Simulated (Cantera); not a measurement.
**MgCO3 + H2O (calcination and drying)**

Feed: 1 mol MgCO3, 7.3 mol H2O, at 650 K.

These are equilibrium values from Cantera (NASA tables, ideal gas, pure condensed phases), not measurements of a reactor. Candidate condensed phases: C, C6H6, C7H8, C8H18, H2O, Mg, MgCO3, MgO, Mg(OH)2; 116 gas species. Kinetics and transport are ignored.

From 0.000100 bar to 2.80 bar the condensed part is MgO(s). At 10.0 bar the condensed part is MgCO3(s) + MgO(s).

| P (Pa) | x H2O | x CO2 | n MgO(s) | n MgCO3(s) |
|---|---|---|---|---|
| 10 | 0.880 | 0.120 | 1.00 | 0 |
| 36 | 0.880 | 0.120 | 1.00 | 0 |
| 130 | 0.880 | 0.120 | 1.00 | 0 |
| 460 | 0.880 | 0.120 | 1.00 | 0 |
| 1700 | 0.880 | 0.120 | 1.00 | 0 |
| 6000 | 0.880 | 0.120 | 1.00 | 0 |
| 22000 | 0.880 | 0.120 | 1.00 | 0 |
| 77000 | 0.880 | 0.120 | 1.00 | 0 |
| 280000 | 0.880 | 0.120 | 1.00 | 0 |
| 1000000 | 0.954 | 0.0458 | 0.351 | 0.649 |
x: gas mole fraction; n: condensed amount in mol.
